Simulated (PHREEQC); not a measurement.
PHREEQC input (ion-association model, phreeqc.dat):

```
SOLUTION_MASTER_SPECIES
  Amm  AmmH+  0  AmmH  17.031  # ammonia with no redox link, constants of NH4+
SOLUTION_SPECIES
  AmmH+ = AmmH+
    -log_k 0
    -gamma 2.5 0
    -dw 1.98e-9
  AmmH+ = Amm + H+
    -log_k -9.252
    -delta_h 12.48 kcal
    -analytic 0.6322 -0.001225 -2835.76
    -dw 2.28e-9
  AmmH+ + SO4-2 = AmmHSO4-
    -log_k 1.11
  SO4-2 + 9 H+ + 8 e- = HS- + 4 H2O  # shut off: sulfate is not reduced
    -log_k -100
    -delta_h 0
    -analytic -100
PHASES
  Amm(g)
    Amm = Amm
    -log_k 1.7966
    -analytic -18.758 3.3670e-4 2.5113e3 4.8619 39.192
    -T_c 405.6
    -P_c 111.3
    -Omega 0.25
EXCHANGE_SPECIES
  AmmH+ + X- = AmmHX
    -log_k 0.6
    -gamma 2.5 0
    -delta_h -2.4
SOLUTION 0
  temp 25
  units mmol/kgw
  pH 7 charge
  Cl 102.01
  Amm 48
  S(6) 7.4
  Mg 7.4
  Mn(2) 27
SOLUTION 1-40
  temp 25
  units mmol/kgw
  pH 7 charge
  S(6) 4.7
  Amm 9.4
  Cl 5.71
  K 5.7
END
EXCHANGE 1-40
  X 0.26
  -equilibrate 1
END
SELECTED_OUTPUT 1
  -reset false
  -pH true
  -pe true
  -ionic_strength true
  -water true
  -step true
  -totals Amm Cl K Mg Mn S Mn(2) Mn(3) S(-2) S(6)
  -molalities MnX2 KX AmmHX MgX2
  -saturation_indices Pyrochroite Sylvite
PRINT
  -reset false
TRANSPORT
  -cells 40
  -shifts 279
  -lengths 0.0025
  -time_step 3600
  -dispersivities 0.0035
  -boundary_conditions flux flux
  -correct_disp true
  -punch_cells 40
  -punch_frequency 9
END
# ... the last block is repeated for the other 31 points of pore volumes
```

Selected output (columns that matter, 22 of 32 rows; pore volumes added in front):

```
pore volumes	pH	mu	Amm	Cl	K	Mg	Mn	S	m_MnX2	m_KX	m_MgX2	si_Pyrochroite	si_Sylvite
0	5.1223	0.01902	0.0094	0.00571	0.0057	0	0	0.0047	0	0.11348	0	-1000	-5.5156
0.2375	5.1223	0.01902	0.0094	0.00571	0.0057	0	0	0.0047	0	0.11348	0	-1000	-5.5156
0.6875	5.1086	0.030158	0.016428	0.016413	0.009975	1.4759e-25	8.5027e-23	0.0050001	2.2881e-21	0.11348	4.647e-24	-27.418	-4.8391
0.9125	5.0795	0.061718	0.036219	0.04657	0.022033	1.6732e-12	3.0288e-10	0.0058456	1.6774e-09	0.11348	1.1449e-11	-14.998	-4.0891
1.3625	5.0493	0.10951	0.065473	0.091931	0.039988	1.456e-05	0.00033323	0.0071174	0.00054532	0.11315	3.1175e-05	-9.0946	-3.58
1.5875	5.0472	0.11725	0.068013	0.098659	0.041827	0.00010815	0.0016026	0.007306	0.0023364	0.11184	0.00020782	-8.4263	-3.5362
2.0375	5.0513	0.1231	0.063492	0.10172	0.039387	0.00066356	0.0061448	0.0073919	0.0090217	0.10551	0.0012892	-7.8386	-3.5554
2.2625	5.0542	0.12493	0.060187	0.10193	0.036968	0.0010893	0.0086918	0.0073978	0.013176	0.10048	0.0021864	-7.6823	-3.5845
2.7125	5.0594	0.12828	0.054472	0.102	0.031172	0.0021015	0.013474	0.0073999	0.021795	0.087277	0.0045044	-7.4819	-3.6628
2.9375	5.0612	0.12984	0.052323	0.10201	0.028047	0.0026413	0.015573	0.0074	0.025924	0.079563	0.0058281	-7.4155	-3.7107
3.3875	5.0635	0.13261	0.049403	0.10201	0.021847	0.0036984	0.019077	0.0074	0.033318	0.063345	0.0085659	-7.3232	-3.8227
3.6125	5.064	0.1338	0.048512	0.10201	0.018933	0.0041903	0.020487	0.0074	0.036484	0.055386	0.0098976	-7.2913	-3.8862
4.0625	5.0643	0.13577	0.047524	0.10201	0.013755	0.0050614	0.022699	0.0074	0.041689	0.040806	0.012333	-7.2466	-4.0273
4.2875	5.0642	0.13656	0.047306	0.10201	0.011546	0.0054329	0.023541	0.0074	0.043755	0.03444	0.013399	-7.2311	-4.1042
4.7375	5.0637	0.1378	0.047186	0.10201	0.0079169	0.0060452	0.024803	0.0074	0.046952	0.023812	0.015187	-7.2096	-4.2695
4.9625	5.0634	0.13827	0.047218	0.10201	0.0064754	0.0062895	0.025264	0.0074	0.048151	0.019537	0.01591	-7.2023	-4.3573
5.4125	5.0629	0.13897	0.047359	0.10201	0.0042393	0.0066702	0.025931	0.0074	0.049926	0.012849	0.017046	-7.1922	-4.542
5.6375	5.0627	0.13923	0.047442	0.10201	0.003397	0.0068144	0.026166	0.0074	0.050565	0.010314	0.017479	-7.1888	-4.6384
6.0875	5.0623	0.13961	0.0476	0.10201	0.0021448	0.0070295	0.026498	0.0074	0.05148	0.0065277	0.018128	-7.1842	-4.8385
6.3125	5.0621	0.13974	0.047668	0.10201	0.0016915	0.0071076	0.026613	0.0074	0.0518	0.0051525	0.018365	-7.1827	-4.9418
6.7625	5.0619	0.13992	0.047778	0.10201	0.0010385	0.0072205	0.026771	0.0074	0.052247	0.0031672	0.018707	-7.1806	-5.1538
6.9875	5.0618	0.13999	0.047821	0.10201	0.00080903	0.0072602	0.026825	0.0074	0.052399	0.0024684	0.018827	-7.1799	-5.2623
```
